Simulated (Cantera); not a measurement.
What does this Cantera script print?

```python
import numpy as np
import cantera as ct

gas_names = """
    AL ALCL ALCL2 ALCL3 ALH ALN AL2 AL2CL6 CL CL2 H HCL H2 N NH NH2 NH3 N2 N2H2 N2H4
""".split()
cond_names = """
    AL(cr) AL(L) ALCL3(s) ALCL3(L) ALN(s) NH4CL(a) NH4CL(b)
""".split()


# ... load() reads the species with a 1 bar reference pressure and builds the phases ...
atoms = {
    'AlN': {'AL': 1, 'N': 1},
    'HCl': {'H': 1, 'CL': 1},
    'N2': {'N': 2},
}
top_T = {'ALN(s)': 2750}  # K; cautious upper limits of use, not melting points


# ... equilibrate(T, P, feed) seeds the gas with the atoms and calls Mixture.equilibrate('TP', solver="vcs", rtol=1e-11, max_steps=5000) ...
results = []
feed = {'AlN': 1, 'HCl': 3.7, 'N2': 3.4}  # mol
T = 1048  # K
P = 36  # Pa
mix = equilibrate(T, P, feed)
results.append((T, P, feed, dict(zip(mix.species_names, mix.species_moles))))
print(gas.report(threshold=1e-06))
for i in range(1, mix.n_phases):
    print(f"{mix.phase(i).name:16s} {mix.phase_moles(i):12.5e} mol")
```

Output:

```
       temperature   1048 K
          pressure   36 Pa
           density   0.00015777 kg/m^3
  mean mol. weight   38.186 kg/kmol
   phase of matter   gas

                          1 kg             1 kmol
                     ---------------   ---------------
          enthalpy       -1.6625e+06       -6.3483e+07  J
   internal energy       -1.8907e+06       -7.2197e+07  J
           entropy            8314.4        3.1749e+05  J/K
    Gibbs function       -1.0376e+07       -3.9622e+08  J
 heat capacity c_p            1026.2             39188  J/K
 heat capacity c_v            808.49             30873  J/K

                      mass frac. Y      mole frac. X     chem. pot. / RT
                     ---------------   ---------------   ---------------
              ALCL        4.2634e-06        2.6077e-06           -56.464
             ALCL2        0.00016196        6.3185e-05           -88.147
             ALCL3           0.49153           0.14077           -119.83
               HCL          0.094192          0.098657           -45.237
                H2          0.011151           0.21123           -27.108
                N2           0.40296           0.54928           -33.513
     [  +14 minor]        2.7189e-06        6.5537e-07

AL(L)             0.00000e+00 mol
ALCL3(L)          0.00000e+00 mol
ALN(s)            0.00000e+00 mol
```

Equilibrium computed with Cantera from the NASA thermochemical tables; the gas is ideal and each condensed phase is pure. The tables' values for AlCl2 are old estimates; treat these amounts as uncertain.
